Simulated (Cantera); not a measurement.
# Thermodynamics of sublimation and decomposition of ceramics, feed Si3N4 + H2

A closed system holds: 1 mol Si3N4, 0.097 mol H2, held at 10.0 mbar.

Cantera equilibrium calculation (NASA polynomials, part measured and part estimated; ideal gas, pure solids and liquids). Candidate condensed phases: Si, Si3N4; 31 gas species. Ions and electrons are included (thermal ionisation). The tables' values for SiN are old estimates; treat these amounts as uncertain. Kinetics and transport are ignored.

From 3000 K to 5000 K nothing is condensed. The main Si-bearing gas is Si throughout.

```tsv
T (K)	x Si	x N2	x N	x H	x e-	x Si+	x SiN	x Si2
3000	0.574	0.385	8.64e-5	0.0362	1.56e-5	1.55e-5	0.00192	0.00151
3500	0.576	0.384	0.00137	0.0372	0.000178	0.000178	0.00124	0.000251
4000	0.572	0.377	0.0109	0.0371	0.00113	0.00113	0.000887	6.38e-5
4500	0.554	0.346	0.0530	0.0362	0.00476	0.00476	0.000644	2.07e-5
5000	0.505	0.262	0.170	0.0336	0.0147	0.0147	0.000420	7.32e-6
```
x: gas mole fraction; nothing condenses.
